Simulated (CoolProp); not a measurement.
Model: reference Helmholtz-energy equation of state, Lemmon 2005, in CoolProp. It is a short technical equation, of lower accuracy than the large ones.

Question: For 1-butene, give the phase and the cp (kJ/(kg K)), expansivity (1/kK) at 305.9 K and 17.2 MPa; 434.5 K and 17.2 MPa.

Answer: 
- 305.9 K and 17.2 MPa: liquid; cp 2.24, expansivity 1.68
- 434.5 K and 17.2 MPa: supercritical; cp 2.83, expansivity 2.93
